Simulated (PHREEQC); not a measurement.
Solution (71 °C): 1.8 mmol/kgw H3PO4 and 0.19 mmol/kgw H2SO4. Closed to the air; pH follows from the charge balance.

Computed with PHREEQC (ion-association model, wateq4f.dat).

| quantity | before | after |
|---|---|---|
| pH | 2.80 | 2.77 |
| ionic strength (mol/kgw) | 0.00179 | 0.00195 |
| H2PO4- (mol/kgw) | 0.00133 | 0.00144 |
| H3PO4 (mol/kgw) | 0.000471 | 0.000365 |
| SO4-2 (mol/kgw) | 0.000134 | 0.000164 |
| HSO4- (mol/kgw) | 5.60e-5 | 2.63e-5 |

Q: Which change was made?
A) H3PO4 from 0.0018 to 0.0027 mol/kgw
B) H2SO4 from 0.00019 to 1.9e-05 mol/kgw
C) H2SO4 from 0.00019 to 9.5e-05 mol/kgw
D) temperature from 71 to 30 °C
E) H3PO4 from 0.0018 to 0.00018 mol/kgw

A: D, temperature from 71 to 30 °C

Precipitation was switched off in this run. H3PO4, which wateq4f.dat lacks, is added to it with the constant of phreeqc.dat. Away from 25 °C the constants follow the database's enthalpies or fits; those with neither stay at their 25 °C values.
